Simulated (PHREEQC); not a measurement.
PHREEQC input (ion-association model, wateq4f.dat):

```
SOLUTION_MASTER_SPECIES
  An  An-  0  An  62.0  # stands for a non-complexing anion
SOLUTION_SPECIES
  An- = An-
    -log_k 0
    -gamma 3.0 0
PHASES
  Fix_H+
    H+ = H+
    -log_k 0
SOLUTION 1
  temp 25
  units mmol/kgw
  pH 7 charge
  Na 5
  An 5
END
SELECTED_OUTPUT 1
  -reset false
  -pH true
  -pe true
  -ionic_strength true
  -water true
  -totals Na
  -molalities Hfo_wOH Hfo_wOH2+ Hfo_wO- Hfo_sOH Hfo_sOH2+ Hfo_sO-
USER_PUNCH 1
  -headings sigma psi
  10 PUNCH EDL("sigma", "Hfo"), EDL("psi", "Hfo")
PRINT
  -reset false
USE solution 1
SURFACE 1
  Hfo_wOH 0.000166292 600 0.074
  Hfo_sOH 4.1573e-06
EQUILIBRIUM_PHASES 1
  Fix_H+ -3 HAn 10
    -force_equality true
  O2(g) -0.68 10
END
# ... the last block is repeated for the other 16 points of pH, with NaOH or the acid as the point needs
```

Selected output (columns that matter, 17 of 17 rows; pH added in front):

```
pH	mu	Na	m_Hfo_wOH	m_Hfo_wOH2+	m_Hfo_wO-	m_Hfo_sOH	m_Hfo_sOH2+	m_Hfo_sO-	sigma	psi
3	0.0061472	0.005	3.0182e-05	0.00013596	1.5349e-07	7.5454e-07	3.3989e-06	3.8373e-09	0.30252	0.21511
3.5	0.0053952	0.005	5.6184e-05	0.00010945	6.6073e-07	1.4046e-06	2.7362e-06	1.6518e-08	0.24233	0.20707
4	0.0051492	0.005	8.0792e-05	8.3713e-05	1.7863e-06	2.0198e-06	2.0928e-06	4.4657e-08	0.1825	0.19371
4.5	0.005064	0.005	0.00010011	6.2504e-05	3.6735e-06	2.5029e-06	1.5626e-06	9.1838e-08	0.13105	0.17715
5	0.0050315	0.005	0.00011324	4.6776e-05	6.2799e-06	2.8309e-06	1.1694e-06	1.57e-07	0.090209	0.15818
5.5	0.0050171	0.005	0.00012097	3.6018e-05	9.307e-06	3.0242e-06	9.0046e-07	2.3267e-07	0.059502	0.13701
6	0.0050097	0.005	0.0001249	2.9116e-05	1.2274e-05	3.1225e-06	7.2791e-07	3.0686e-07	0.037518	0.11372
6.5	0.0050055	0.005	0.00012665	2.4876e-05	1.477e-05	3.1661e-06	6.2191e-07	3.6926e-07	0.022512	0.088545
7	0.005003	0.005	0.00012733	2.2307e-05	1.6651e-05	3.1833e-06	5.5767e-07	4.1628e-07	0.012599	0.061907
7.5	0.0050014	0.005	0.00012758	2.0694e-05	1.8018e-05	3.1895e-06	5.1735e-07	4.5046e-07	0.0059605	0.034307
8	0.0050009	0.0050006	0.00012765	1.9547e-05	1.9096e-05	3.1912e-06	4.8868e-07	4.774e-07	0.0010047	0.0062073
8.5	0.0050043	0.0050051	0.00012762	1.8513e-05	2.0155e-05	3.1906e-06	4.6282e-07	5.0389e-07	-0.0036593	-0.021979
9	0.005013	0.0050151	0.00012747	1.7302e-05	2.1515e-05	3.1869e-06	4.3256e-07	5.3787e-07	-0.0093838	-0.04985
9.5	0.0050383	0.0050423	0.00012703	1.5662e-05	2.3602e-05	3.1757e-06	3.9155e-07	5.9005e-07	-0.017688	-0.076959
10	0.0051152	0.0051222	0.00012583	1.3401e-05	2.7065e-05	3.1457e-06	3.3502e-07	6.7663e-07	-0.030439	-0.10278
10.5	0.0053542	0.0053657	0.00012283	1.048e-05	3.2981e-05	3.0708e-06	2.6199e-07	8.2453e-07	-0.050125	-0.12666
11	0.0061074	0.006126	0.00011581	7.0795e-06	4.3401e-05	2.8953e-06	1.7699e-07	1.085e-06	-0.080911	-0.14767
```

The oxide is taken as insoluble; below pH 4 it would dissolve.
